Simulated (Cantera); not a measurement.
A Cantera script and its output.

```python
import numpy as np
import cantera as ct

gas = ct.Solution("gri30.yaml")
gas.TPX = 823, 230000, {'CO': 1, 'H2': 0.18, 'O2': 1.37, 'N2': 3.43, 'H2O': 0.5}
inlet = ct.Reservoir(gas, clone=True)
gas.equilibrate("HP")  # start burning
reactor = ct.IdealGasConstPressureReactor(gas, energy="on", clone=False)
exhaust = ct.Reservoir(gas, clone=True)
tau = [0.1, 0.043, 0.018, 0.0078, 0.0033, 0.0014, 0.00059, 0.00025, 0.00011, 4.5e-05, 1.9e-05][0]
for a, b in ((inlet, reactor), (reactor, exhaust)):
    ct.MassFlowController(a, b, mdot=lambda t: reactor.mass / tau)
net = ct.ReactorNet([reactor])
show = ['CO', 'H2', 'O2', 'O', 'NO2', 'H2O', 'OH']

rows = []
print(f"{'tau/s':>10s}{'T/K':>9s}" + "".join(f"{s:>11s}" for s in show))
for tau in [0.1, 0.043, 0.018, 0.0078, 0.0033, 0.0014, 0.00059, 0.00025, 0.00011, 4.5e-05, 1.9e-05]:
    net.initial_time = 0.0
    net.advance(30 * tau)
    before = gas.X
    net.advance(40 * tau)
    drift = np.max(np.abs(gas.X - before) / (gas.X + 1e-9))
    rows.append([gas.T, *gas[show].X, drift])
    print(f"{tau:10.3e}{gas.T:9.1f}" + "".join(f"{x:11.3e}" for x in gas[show].X))
```

Result:

```
     tau/s      T/K         CO         H2         O2          O        NO2        H2O         OH
 1.000e-01   2172.2  1.693e-03  2.128e-04  1.308e-01  5.760e-04  3.649e-06  1.132e-01  3.522e-03
 4.300e-02   2172.2  1.903e-03  2.308e-04  1.314e-01  6.229e-04  1.909e-06  1.131e-01  3.658e-03
 1.800e-02   2168.6  2.357e-03  2.697e-04  1.318e-01  7.203e-04  9.726e-07  1.129e-01  3.912e-03
 7.800e-03   2159.5  3.258e-03  3.499e-04  1.321e-01  9.231e-04  5.495e-07  1.125e-01  4.375e-03
 3.300e-03   2140.7  5.044e-03  5.159e-04  1.325e-01  1.354e-03  3.298e-07  1.117e-01  5.176e-03
 1.400e-03   2107.7  8.172e-03  8.147e-04  1.333e-01  2.151e-03  1.931e-07  1.105e-01  6.269e-03
 5.900e-04   2054.7  1.326e-02  1.293e-03  1.347e-01  3.462e-03  1.007e-07  1.087e-01  7.458e-03
 2.500e-04   1976.1  2.102e-02  1.956e-03  1.372e-01  5.314e-03  5.006e-08  1.065e-01  8.368e-03
 1.100e-04   1866.9  3.269e-02  2.697e-03  1.416e-01  7.341e-03  2.805e-08  1.042e-01  8.473e-03
 4.500e-05   1664.5  5.941e-02  3.368e-03  1.538e-01  8.053e-03  1.392e-08  1.024e-01  6.413e-03
 1.900e-05    823.0  1.543e-01  2.778e-02  2.114e-01  4.496e-12 -3.614e-20  7.716e-02  1.832e-13
```

Model: GRI-Mech 3.0 (53 species, 325 reactions), integrated in Cantera. The hydrogen kinetics of GRI-Mech 3.0 are dated; newer H2 mechanisms differ, most at raised pressure.
